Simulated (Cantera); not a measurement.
An isothermal, constant-pressure homogeneous reactor starts with CO : O2 : H2O : N2 = 0.0014 : 0.0032 : 0.0059 : 1 (molar parts), at 1325 K and 4430 Torr.

Model: GRI-Mech 3.0 (53 species, 325 reactions), integrated in Cantera.

One state of this run: x CO = 2.71e-7; x O2 = 0.00248; x H2O = 0.00584; x NO = 4.55e-8; x OH = 1.60e-6; x CO2 = 0.00139. x: mole fraction; the columns are a selection and need not sum to one.

### Question
Which value of t (s) does it belong to?
(A) 8.60e-5
(B) 2.00e-5
(C) 10.0
(D) 0.126

### Answer
D, 0.126
